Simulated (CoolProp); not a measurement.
Properties of nitrogen along the isotherm 92 K.

Model: reference Helmholtz-energy equation of state, Span 2000, in CoolProp.

```json
[
 {"p (bar)": "1.07", "phase": "gas", "viscosity (µPa s)": "6.43", "Prandtl number": "0.810"},
 {"p (bar)": "1.58", "phase": "gas", "viscosity (µPa s)": "[?]", "Prandtl number": "[?]"},
 {"p (bar)": "2.31", "phase": "gas", "viscosity (µPa s)": "6.52", "Prandtl number": "0.853"},
 {"p (bar)": "3.4", "phase": "gas", "viscosity (µPa s)": "[?]", "Prandtl number": "0.898"},
 {"p (bar)": "4.98", "phase": "liquid", "viscosity (µPa s)": "96.7", "Prandtl number": "1.80"},
 {"p (bar)": "7.32", "phase": "liquid", "viscosity (µPa s)": "97.2", "Prandtl number": "1.80"},
 {"p (bar)": "10.7", "phase": "liquid", "viscosity (µPa s)": "[?]", "Prandtl number": "1.80"},
 {"p (bar)": "15.8", "phase": "liquid", "viscosity (µPa s)": "99.0", "Prandtl number": "1.80"},
 {"p (bar)": "23.1", "phase": "liquid", "viscosity (µPa s)": "[?]", "Prandtl number": "1.79"},
 {"p (bar)": "34", "phase": "liquid", "viscosity (µPa s)": "103", "Prandtl number": "1.78"},
 {"p (bar)": "49.8", "phase": "liquid", "viscosity (µPa s)": "[?]", "Prandtl number": "1.78"},
 {"p (bar)": "73.2", "phase": "liquid", "viscosity (µPa s)": "111", "Prandtl number": "1.78"},
 {"p (bar)": "107", "phase": "liquid", "viscosity (µPa s)": "[?]", "Prandtl number": "1.78"},
 {"p (bar)": "158", "phase": "liquid", "viscosity (µPa s)": "127", "Prandtl number": "1.79"},
 {"p (bar)": "231", "phase": "liquid", "viscosity (µPa s)": "139", "Prandtl number": "[?]"},
 {"p (bar)": "340", "phase": "liquid", "viscosity (µPa s)": "158", "Prandtl number": "1.89"}
]
```

Task: What belongs in the gaps?

Result: 
- 1.58, viscosity (µPa s): 6.47
- 1.58, Prandtl number: 0.827
- 3.4, viscosity (µPa s): 6.59
- 10.7, viscosity (µPa s): 97.9
- 23.1, viscosity (µPa s): 101
- 49.8, viscosity (µPa s): 106
- 107, viscosity (µPa s): 117
- 231, Prandtl number: 1.83

Viscosity comes from a separate model (Lemmon 2004). Thermal conductivity comes from a separate model (Lemmon 2004).
